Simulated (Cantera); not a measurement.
## Stirred combustor or abatement burner

A perfectly stirred reactor is fed with CH4 : H2 : O2 : N2 = 1 : 0.6 : 3.11 : 11.7 (molar parts), equivalence ratio 0.74, at 10.0 bar; it is adiabatic with a 300 K inlet, and is followed from long to short residence time, starting on the burning branch (τ in s: 0.022, 0.011, 0.0053, 0.0026, 0.0013, 0.00062, 0.0003, 0.00015, 7.2e-05, 3.5e-05, 1.7e-05).

Cantera simulation using GRI-Mech 3.0 (53 species, 325 reactions); the numbers are that mechanism's predictions, not measurements.

```
τ (s)    T (K)     x CH4      x H2    x O2   x H2O2      x OH
-------  -----  --------  --------  ------  -------  --------
0.022     1936   7.75e-6   7.74e-5  0.0502  2.19e-7  0.000880
0.011     1934   1.36e-5  0.000107  0.0502  2.56e-7  0.000974
0.0053    1931   2.36e-5  0.000161  0.0503  3.20e-7   0.00112
0.0026    1927   3.94e-5  0.000246  0.0505  4.13e-7   0.00130
0.0013    1920   6.45e-5  0.000380  0.0508  5.42e-7   0.00153
0.00062   1909  0.000110  0.000608  0.0514  7.33e-7   0.00180
0.00030   1891  0.000189  0.000968  0.0524  9.92e-7   0.00205
0.00015   1863  0.000337   0.00152  0.0542  1.34e-6   0.00222
7.2e-5    1804  0.000768   0.00265  0.0584  1.97e-6   0.00199
3.5e-5     300    0.0609    0.0366   0.190   <1e-12    <1e-12
1.7e-5     300    0.0609    0.0366   0.190   <1e-12    <1e-12
```
x: mole fraction; the columns are a selection and need not sum to one.
